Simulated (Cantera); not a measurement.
A perfectly stirred reactor is fed with 9.91 % H2, 12.9 % O2, 77.2 % N2, at 0.227 atm; it is held at 1325 K, and followed from long to short residence time.

Model: GRI-Mech 3.0 (53 species, 325 reactions), integrated in Cantera. The temperature is held fixed by assumption; the heat of reaction is taken as removed at once.

x: mole fraction; the columns are a selection and need not sum to one.

| τ (s) | x H2 | x O2 | x NO | x HO2 | x H |
|---|---|---|---|---|---|
| 2.8 | 5.23e-5 | 0.0832 | 1.10e-6 | (withheld) | 5.87e-6 |
| 1.5 | 7.91e-5 | 0.0832 | 9.26e-7 | (withheld) | 1.10e-5 |
| 0.78 | 0.000122 | 0.0832 | 7.85e-7 | (withheld) | 2.13e-5 |
| 0.41 | 0.000186 | 0.0831 | 7.03e-7 | (withheld) | 4.07e-5 |
| 0.22 | 0.000280 | 0.0831 | 6.88e-7 | (withheld) | 7.59e-5 |
| 0.12 | 0.000416 | 0.0830 | 7.48e-7 | (withheld) | 0.000139 |
| 0.061 | 0.000642 | 0.0830 | 9.21e-7 | (withheld) | 0.000273 |
| 0.032 | 0.000967 | 0.0829 | 1.22e-6 | (withheld) | 0.000515 |
| 0.017 | 0.00144 | 0.0829 | 1.68e-6 | (withheld) | 0.000952 |
| 0.0090 | 0.00212 | 0.0829 | 2.34e-6 | (withheld) | 0.00175 |

Problem. Fill in the missing entries.

Solution. 
- 2.8, x HO2: 1.06e-6
- 1.5, x HO2: 1.50e-6
- 0.78, x HO2: 2.12e-6
- 0.41, x HO2: 2.90e-6
- 0.22, x HO2: 3.82e-6
- 0.12, x HO2: 4.83e-6
- 0.061, x HO2: 6.05e-6
- 0.032, x HO2: 7.22e-6
- 0.017, x HO2: 8.29e-6
- 0.0090, x HO2: 9.21e-6
